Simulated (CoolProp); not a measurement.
Values from CoolProp's reference Helmholtz-energy equation of state, Zhou 2012.

Q: Give the vapour pressure (bar), vapour density (kg/m³), surface tension (mN/m) of saturated m-xylene at 186.15, 218.55, 234.75 °C.

A: 
| T (°C) | p (bar) | vapour density (kg/m³) | surface tension (mN/m) |
|---|---|---|---|
| 186.15 | 3.09 | 9.49 | 11.6 |
| 218.55 | 5.80 | 17.6 | 8.69 |
| 234.75 | 7.69 | 23.5 | 7.31 |

Surface tension comes from a separate correlation (Mulero 2014).
